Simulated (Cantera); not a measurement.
**Thermodynamics of metals in furnace atmospheres, feed Fe + CO₂ + N₂**

Charge: 1 mol Fe, 0.13 mol CO₂, 160 mol N₂, held at 7.50 Torr.

Cantera equilibrium calculation (NASA polynomials, part measured and part estimated; ideal gas, pure solids and liquids). Candidate condensed phases: C, Fe, Fe(CO)₅, FeO, Fe₂O₃, Fe₃O₄; 27 gas species. Mutual solubility and eutectic melting of coexisting phases are not modelled. The tables' stoichiometric FeO is somewhat more stable than real wüstite, so its field is too wide. FeO: taken at fixed stoichiometry. Rates play no part.

From 802 °C to 902 °C the condensed part is Fe(α) + FeO(s). From 952 °C to 1352 °C the condensed part is Fe(γ) + FeO(s). At 1402 °C the condensed part is Fe(δ) + FeO(l).

```tsv
T (°C)	x N₂	x CO	x Fe	x CO₂	n Fe(α)	n FeO(s)	n Fe(γ)	n Fe(δ)	n FeO(l)
802	0.999	0.000660	4.51e-11	0.000152	0.894	0.106	0	0	0
852	0.999	0.000667	3.36e-10	0.000145	0.893	0.107	0	0	0
902	0.999	0.000673	2.11e-9	0.000139	0.892	0.108	0	0	0
952	0.999	0.000678	1.13e-8	0.000134	0	0.109	0.891	0	0
1002	0.999	0.000682	5.28e-8	0.000129	0	0.109	0.891	0	0
1052	0.999	0.000687	2.20e-7	0.000125	0	0.110	0.890	0	0
1102	0.999	0.000690	8.21e-7	0.000121	0	0.111	0.889	0	0
1152	0.999	0.000694	2.79e-6	0.000118	0	0.111	0.888	0	0
1202	0.999	0.000697	8.74e-6	0.000115	0	0.112	0.887	0	0
1252	0.999	0.000700	2.53e-5	0.000112	0	0.112	0.884	0	0
1302	0.999	0.000703	6.83e-5	0.000109	0	0.113	0.876	0	0
1352	0.999	0.000706	0.000173	0.000106	0	0.113	0.859	0	0
1402	0.999	0.000710	0.000415	0.000101	0	0	0	0.820	0.113
```
x: gas mole fraction; n: condensed amount in mol.
